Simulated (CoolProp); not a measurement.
Properties of 1,2-dichloroethane along the isotherm 148.55 °C.

Computed with CoolProp (reference Helmholtz-energy equation of state, Thol 2015).

```json
[
 {"p (MPa)": "0.165", "phase": "gas", "Z": "0.9717", "cp (kJ/(kg K))": "0.9672", "speed of sound (m/s)": "192.5", "isothermal compressibility (1/MPa)": "6.242", "expansivity (1/kK)": "2.598"},
 {"p (MPa)": "0.249", "phase": "gas", "Z": "0.9566", "cp (kJ/(kg K))": "0.9768", "speed of sound (m/s)": "190.1", "isothermal compressibility (1/MPa)": "4.206", "expansivity (1/kK)": "2.731"},
 {"p (MPa)": "0.376", "phase": "gas", "Z": "0.9330", "cp (kJ/(kg K))": "0.9932", "speed of sound (m/s)": "186.1", "isothermal compressibility (1/MPa)": "2.864", "expansivity (1/kK)": "2.958"},
 {"p (MPa)": "0.567", "phase": "liquid", "Z": "0.01534", "cp (kJ/(kg K))": "1.471", "speed of sound (m/s)": "716.5", "isothermal compressibility (1/MPa)": "0.002823", "expansivity (1/kK)": "1.865"},
 {"p (MPa)": "0.856", "phase": "liquid", "Z": "0.02313", "cp (kJ/(kg K))": "1.469", "speed of sound (m/s)": "719.3", "isothermal compressibility (1/MPa)": "0.002796", "expansivity (1/kK)": "1.854"},
 {"p (MPa)": "1.29", "phase": "liquid", "Z": "0.03482", "cp (kJ/(kg K))": "1.467", "speed of sound (m/s)": "723.5", "isothermal compressibility (1/MPa)": "0.002757", "expansivity (1/kK)": "1.839"},
 {"p (MPa)": "1.95", "phase": "liquid", "Z": "0.05254", "cp (kJ/(kg K))": "1.463", "speed of sound (m/s)": "729.7", "isothermal compressibility (1/MPa)": "0.002699", "expansivity (1/kK)": "1.815"},
 {"p (MPa)": "2.94", "phase": "liquid", "Z": "0.07900", "cp (kJ/(kg K))": "1.458", "speed of sound (m/s)": "738.9", "isothermal compressibility (1/MPa)": "0.002618", "expansivity (1/kK)": "1.782"},
 {"p (MPa)": "4.43", "phase": "liquid", "Z": "0.1186", "cp (kJ/(kg K))": "1.451", "speed of sound (m/s)": "752.3", "isothermal compressibility (1/MPa)": "0.002506", "expansivity (1/kK)": "1.736"},
 {"p (MPa)": "6.69", "phase": "liquid", "Z": "0.1781", "cp (kJ/(kg K))": "1.441", "speed of sound (m/s)": "771.6", "isothermal compressibility (1/MPa)": "0.002356", "expansivity (1/kK)": "1.672"},
 {"p (MPa)": "10.1", "phase": "liquid", "Z": "0.2668", "cp (kJ/(kg K))": "1.428", "speed of sound (m/s)": "799.0", "isothermal compressibility (1/MPa)": "0.002164", "expansivity (1/kK)": "1.589"},
 {"p (MPa)": "15.2", "phase": "liquid", "Z": "0.3974", "cp (kJ/(kg K))": "1.413", "speed of sound (m/s)": "836.6", "isothermal compressibility (1/MPa)": "0.001935", "expansivity (1/kK)": "1.487"},
 {"p (MPa)": "23", "phase": "liquid", "Z": "0.5930", "cp (kJ/(kg K))": "1.394", "speed of sound (m/s)": "888.1", "isothermal compressibility (1/MPa)": "0.001672", "expansivity (1/kK)": "1.364"},
 {"p (MPa)": "34.6", "phase": "liquid", "Z": "0.8764", "cp (kJ/(kg K))": "1.373", "speed of sound (m/s)": "955.0", "isothermal compressibility (1/MPa)": "0.001400", "expansivity (1/kK)": "1.229"},
 {"p (MPa)": "52.3", "phase": "liquid", "Z": "1.296", "cp (kJ/(kg K))": "1.352", "speed of sound (m/s)": "1042", "isothermal compressibility (1/MPa)": "0.001130", "expansivity (1/kK)": "1.084"}
]
```
